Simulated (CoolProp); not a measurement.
Vapour-liquid equilibrium of n-octane (1) + n-dodecane (2) at 317.2 K; x and y are mole fractions of (1).

Computed with CoolProp (multi-fluid Helmholtz-energy mixture model, Beckmüller 2019 and Lemmon 2004; pair parameters Bell 2016).

| x | bubble pressure, mixture model (MPa) | bubble pressure, Raoult's law (MPa) | y, mixture model | y, Raoult's law |
|---|---|---|---|---|
| 0.05 | 0.0003059 | 0.0003273 | 0.758 | 0.774 |
| 0.15 | 0.0007715 | 0.0008264 | 0.914 | 0.920 |
| 0.25 | 0.001251 | 0.001326 | 0.953 | 0.956 |
| 0.35 | 0.001743 | 0.001825 | 0.971 | 0.972 |
| 0.45 | 0.002246 | 0.002324 | 0.981 | 0.982 |
| 0.55 | 0.002757 | 0.002823 | 0.988 | 0.988 |
| 0.65 | 0.003274 | 0.003322 | 0.992 | 0.992 |
| 0.75 | 0.003791 | 0.003821 | 0.995 | 0.995 |
| 0.85 | 0.004306 | 0.004320 | 0.997 | 0.997 |
| 0.95 | 0.004816 | 0.004819 | 0.999 | 0.999 |

The largest gap from Raoult's law is -6.6 % in bubble pressure, at x = 0.15. No azeotrope shows between x = 0.05 and 0.95.

Pair parameters are fitted to limited data, so mixtures are less certain than the pure fluids.
